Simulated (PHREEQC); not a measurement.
A solution holds 0.06 mol/kgw KF, 0.045 mol/kgw K2SO4 and 0.016 mol/kgw K3PO4, at 20 °C and 50 atm. Closed to the air; pH follows from the charge balance.

Computed with PHREEQC (ion-association model, phreeqc.dat).

Each row changes one thing in this solution. No solid was allowed to form.

| case | pH | ionic strength (mol/kgw) | K+ (mol/kgw) | SO4-2 (mol/kgw) | KSO4- (mol/kgw) | HF (mol/kgw) |
|---|---|---|---|---|---|---|
| as made | 11.78 | 0.257 | 0.187 | 0.0346 | 0.0104 | 8.66e-11 |
| temperature from 20 to 65 °C | 10.78 | 0.234 | 0.181 | 0.0289 | 0.0161 | 2.03e-9 |
| temperature from 20 to 55 °C | 10.98 | 0.238 | 0.182 | 0.0301 | 0.0149 | 1.05e-9 |
| K3PO4 left out | 7.92 | 0.176 | 0.141 | 0.0356 | 0.00936 | 6.60e-7 |
| KF from 0.06 to 0.09 mol/kgw | 11.77 | 0.285 | 0.216 | 0.0337 | 0.0113 | 1.31e-10 |
| K2SO4 from 0.045 to 0.0495 mol/kgw | 11.77 | 0.268 | 0.195 | 0.0378 | 0.0117 | 8.70e-11 |
| K2SO4 from 0.045 to 0.0405 mol/kgw | 11.78 | 0.246 | 0.179 | 0.0313 | 0.00921 | 8.62e-11 |

Under pressure, the constants of complexes without a molar volume in the database are unreliable. Away from 25 °C the constants follow the database's enthalpies or fits; those with neither stay at their 25 °C values.
